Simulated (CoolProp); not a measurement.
Aqueous potassium formate as a coolant, 16 % by mass, freezing at -8.7 °C, 1 atm.

The numbers come from the Melinder's fits for secondary coolants in CoolProp.

```
T (°C)  viscosity (mPa s)  cp (kJ/(kg K))  Prandtl number  conductivity (W/(m K))
------  -----------------  --------------  --------------  ----------------------
-6.4                 2.58           3.574            17.4                   0.531
-3.3                 2.34           3.576            15.6                   0.536
-0.3                 2.14           3.578            14.2                   0.540
2.8                  1.96           3.580            12.9                   0.544
5.8                  1.80           3.583            11.8                   0.548
8.9                  1.66           3.585            10.8                   0.552
11.9                 1.54           3.588            9.93                   0.556
15                   1.43           3.591            9.16                   0.560
18                   1.33           3.594            8.49                   0.564
21.1                 1.24           3.597            7.87                   0.568
24.1                 1.17           3.600            7.34                   0.572
27.2                 1.09           3.603            6.84                   0.576
30.2                 1.03           3.606            6.40                   0.580
```
